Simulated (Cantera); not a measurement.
## Equilibrium for silicon epitaxy and polysilicon growth: SiCl₄ + Cl₂ + N₂

Input: 1 mol SiCl₄, 0.027 mol Cl₂, 11 mol N₂, equilibrated at 1.80 Torr.

Equilibrium computed with Cantera from the NASA thermochemical tables; the gas is ideal and each condensed phase is pure. Candidate condensed phases: Si, Si₃N₄; 13 gas species. The tables' values for SiCl₃ are old estimates; treat these amounts as uncertain. Rates play no part.

```tsv
T (K)	x N₂	x SiCl₄	x Cl	x SiCl₃	x Cl₂	x SiCl₂
873	0.915	0.0831	4.26e-5	2.15e-10	0.00222	<1e-12
923	0.915	0.0831	0.000107	1.62e-9	0.00219	<1e-12
973	0.914	0.0831	0.000241	1.00e-8	0.00212	<1e-12
1023	0.914	0.0831	0.000496	5.24e-8	0.00200	<1e-12
1073	0.914	0.0831	0.000926	2.42e-7	0.00178	1.13e-11
1123	0.914	0.0831	0.00156	1.02e-6	0.00146	1.55e-10
1173	0.914	0.0830	0.00236	4.06e-6	0.00106	1.96e-9
1223	0.913	0.0830	0.00316	1.57e-5	0.000669	2.38e-8
1273	0.913	0.0829	0.00380	5.96e-5	0.000369	2.81e-7
1323	0.913	0.0827	0.00431	0.000213	0.000194	3.00e-6
1373	0.912	0.0822	0.00498	0.000673	0.000112	2.55e-5
1423	0.911	0.0809	0.00634	0.00174	8.42e-5	0.000148
1473	0.908	0.0784	0.00907	0.00363	8.38e-5	0.000575
```
x: gas mole fraction; nothing condenses.

From 873 K to 1473 K nothing is condensed. The main Si-bearing gas is SiCl₄ throughout.
